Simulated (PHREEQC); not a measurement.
A solution holds 0.026 mol/kgw HCl and 0.16 mol/kgw MnSO4, at 25 °C and 100 atm. Closed to the air; pH follows from the charge balance.

Model: ion-association model, phreeqc.dat, run in PHREEQC.

Q: The ionic strength comes out as 0.360 mol/kgw. What activity coefficients do HSO4-, MnCl+, H+, Mn+2, SO4-2 get?

A: HSO4- 0.73, MnCl+ 0.70, H+ 0.78, Mn+2 0.28, SO4-2 0.24.

No solid was allowed to form. Under pressure, the constants of complexes without a molar volume in the database are unreliable.
